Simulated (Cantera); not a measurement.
Feed: 1 mol SiH4, 0.031 mol HCl, 17 mol H2, held at 998.15 K and 10.0 Torr.

Cantera equilibrium calculation (NASA polynomials, part measured and part estimated; ideal gas, pure solids and liquids). Candidate condensed phases: Si; 19 gas species. Rates play no part.

Base state: H2 0.998, HCl 0.00161 (mole fractions); condensed: Si(s).

Problem. What changes in the equilibrium state with this change: temperature from 998.15 K to 1873.15 K?

Solution. 
```json
[
 {"species": "H2", "before": "0.998", "after": "0.992"},
 {"species": "H", "before": "1.87e-8", "after": "0.00557"},
 {"species": "HCl", "before": "0.00161", "after": "0.00160"},
 {"species": "Si", "before": "<1e-9", "after": "0.000663"},
 {"species": "SiH", "before": "<1e-9", "after": "7.10e-5"},
 {"species": "SiH2", "before": "<1e-9", "after": "4.87e-5"},
 {"species": "Si(s), mol", "before": "1.000", "after": "0"},
 {"species": "Si(l), mol", "before": "0", "after": "0.985"}
]
```
Gases not in the tables: Si2H6 and higher silanes.
